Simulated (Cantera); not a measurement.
## Equilibrium for silicon oxide and oxynitride deposition: Si₂H₆ + O₃

Feed: 1 mol Si₂H₆, 0.062 mol O₃, at 1.00 bar.

Equilibrium computed with Cantera from the NASA thermochemical tables; the gas is ideal and each condensed phase is pure. Candidate condensed phases: H₂O, Si, SiO₂; 18 gas species. The feed counts by its element totals alone. Each liquid is taken as pure. Mutual solubility and eutectic melting of coexisting phases are not modelled. The tables hold silica as quartz up to 1696 K and as liquid above; real silica turns to tridymite and cristobalite and melts near 1996 K. Gases not in the tables: Si₂H₆ and higher silanes. Equilibrium is a limit: real reactors are often held back by kinetics, nucleation or transport.

From 723 K to 823 K the condensed part is Si(s) + SiO₂(α-quartz). From 923 K to 1623 K the condensed part is Si(s) + SiO₂(β-quartz). From 1723 K to 1823 K the condensed part is Si(l) + SiO₂(condensed). The main Si-bearing gas is SiH₄ at 723 K and SiO at 1823 K.

```
T (K)  log p H₂  log p SiO  log p H  log p H₂O  n Si(s)  n SiO₂(α-quartz)  n SiO₂(β-quartz)  n Si(l)  n SiO₂(condensed)
-----  --------  ---------  -------  ---------  -------  ----------------  ----------------  -------  -----------------
723        0.00       <-12     <-12       <-12     1.91            0.0930                 0        0                  0
823        0.00       <-12   -11.13     -11.32     1.91            0.0930                 0        0                  0
923        0.00     -10.80    -9.61      -9.91     1.91                 0            0.0930        0                  0
1023       0.00      -8.88    -8.38      -8.77     1.91                 0            0.0930        0                  0
1123       0.00      -7.30    -7.37      -7.84     1.91                 0            0.0930        0                  0
1223       0.00      -5.99    -6.52      -7.07     1.91                 0            0.0930        0                  0
1323       0.00      -4.88    -5.80      -6.42     1.91                 0            0.0930        0                  0
1423       0.00      -3.93    -5.18      -5.86     1.91                 0            0.0928        0                  0
1523       0.00      -3.11    -4.64      -5.38     1.91                 0            0.0918        0                  0
1623       0.00      -2.39    -4.16      -4.95     1.90                 0            0.0868        0                  0
1723      -0.01      -1.77    -3.74      -4.58        0                 0                 0     1.88             0.0673
1823      -0.02      -1.26    -3.38      -4.23        0                 0                 0     1.82            0.00634
```
log p: log10 of the partial pressure in bar; n: condensed amount in mol.
